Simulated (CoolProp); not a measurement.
Computed with CoolProp (reference Helmholtz-energy equation of state, Gao 2022).

Task: For n-perfluoropentane, give the phase and the density (kg/m³), cp (kJ/(kg K)), Joule-Thomson coefficient (K/MPa), fugacity coefficient at 207.1 K and 1.77 MPa; 352.8 K and 1.77 MPa; 373.6 K and 1.77 MPa.

Result: 
- 207.1 K and 1.77 MPa: liquid; density 1880, cp 0.875, Joule-Thomson coefficient -0.418, fugacity coefficient 0.000247
- 352.8 K and 1.77 MPa: liquid; density 1420, cp 1.15, Joule-Thomson coefficient 0.0385, fugacity coefficient 0.250
- 373.6 K and 1.77 MPa: liquid; density 1320, cp 1.21, Joule-Thomson coefficient 0.305, fugacity coefficient 0.379
